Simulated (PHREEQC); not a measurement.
A solution holds 1.1 mmol/kgw Al2(SO4)3 and 1.4 mmol/kgw FeSO4, at 20 °C. Closed to the air; pH follows from the charge balance.

Computed with PHREEQC (ion-association model, phreeqc.dat).

- pH = 4.31
- ionic strength = 0.0115 mol/kgw

```tsv
species	molality	activity	log γ
SO4-2	0.00281	0.00184	-0.185
AlSO4+	0.00148	0.00133	-0.047
Fe+2	0.00117	0.000775	-0.179
Al+3	0.000575	0.000245	-0.371
FeSO4	0.000230	0.000231	0.001
Al(SO4)2-	8.41e-5	7.55e-5	-0.047
AlOH+2	5.45e-5	3.58e-5	-0.182
H+	5.38e-5	4.89e-5	-0.041
```

This is a speciation only: nothing precipitates in the calculation. Examples of supersaturated solids here: Gibbsite (slow to form). Others may be too. Complexes and solids missing from the database can't appear.
